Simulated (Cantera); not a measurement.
# Gas-phase reforming

An isothermal, constant-pressure homogeneous reactor starts with 37.9 % CH4, 56.8 % CO2, 5.30 % H2, at 1500 K and 13.8 atm.

Cantera simulation using GRI-Mech 3.0 (53 species, 325 reactions); the numbers are that mechanism's predictions, not measurements. The pressure lies above the range GRI-Mech 3.0 was tuned for (to about 10 atm).

```
t (s)     x CH4  x CO2    x H2     x C2H    x C2H4   x HO2   x CH2O
--------  -----  -----  ------  --------  --------  ------  -------
2.00e-5   0.379  0.568  0.0530    <1e-12   3.54e-7  <1e-12  1.27e-8
8.12e-5   0.379  0.568  0.0531    <1e-12   5.25e-6  <1e-12  1.39e-7
0.000330  0.378  0.568  0.0533    <1e-12   5.24e-5  <1e-12  5.94e-7
0.00134   0.376  0.567  0.0543    <1e-12  0.000606  <1e-12  1.34e-6
0.00544   0.365  0.560  0.0603  2.08e-11   0.00372  <1e-12  1.51e-6
0.0221    0.324  0.529  0.0832  2.08e-10   0.00879  <1e-12  1.41e-6
0.0896    0.222  0.410   0.107  7.91e-10    0.0188  <1e-12  1.74e-6
0.364     0.111  0.231   0.104   1.72e-9    0.0264  <1e-12  2.63e-6
1.48      0.113  0.180   0.135  8.65e-10    0.0191  <1e-12  1.48e-6
6.00      0.103  0.124   0.194  2.04e-10   0.00778  <1e-12  9.35e-7
```
x: mole fraction; the columns are a selection and need not sum to one.

Equilibrium at this temperature and pressure: CH4 0.000346, CO2 0.0361, H2 0.389, C2H <1e-12, C2H4 2.23e-8, HO2 <1e-12, CH2O 1.20e-6 (gas phase only).
